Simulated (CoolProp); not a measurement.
Vapour-liquid equilibrium of carbon dioxide (1) + hydrogen sulfide (2) at 1.68 MPa; x and y are mole fractions of (1).

Values from CoolProp's multi-fluid Helmholtz-energy mixture model, Span 1996 and Lemmon 2006; pair parameters Kunz 2012.

```json
[
 {"x": "0.05", "bubble temperature (°C)": "9.6", "y at the bubble point": "0.205", "dew temperature at overall composition x (°C)": "15.8", "liquid density (mol/L)": "23.78"},
 {"x": "0.2", "bubble temperature (°C)": "-5.8", "y at the bubble point": "0.531", "dew temperature at overall composition x (°C)": "9.8", "liquid density (mol/L)": "24.44"},
 {"x": "0.35", "bubble temperature (°C)": "-13.4", "y at the bubble point": "0.668", "dew temperature at overall composition x (°C)": "3.2", "liquid density (mol/L)": "24.28"},
 {"x": "0.5", "bubble temperature (°C)": "-17.7", "y at the bubble point": "0.746", "dew temperature at overall composition x (°C)": "-4.1", "liquid density (mol/L)": "23.78"},
 {"x": "0.65", "bubble temperature (°C)": "-20.6", "y at the bubble point": "0.808", "dew temperature at overall composition x (°C)": "-12.4", "liquid density (mol/L)": "23.30"},
 {"x": "0.8", "bubble temperature (°C)": "-22.9", "y at the bubble point": "0.874", "dew temperature at overall composition x (°C)": "-20.3", "liquid density (mol/L)": "23.14"},
 {"x": "0.95", "bubble temperature (°C)": "-24.6", "y at the bubble point": "0.962", "dew temperature at overall composition x (°C)": "-24.4", "liquid density (mol/L)": "23.61"}
]
```

No azeotrope shows between x = 0.05 and 0.95.

The pair parameters rest on a limited set of measurements; away from them the model extrapolates.
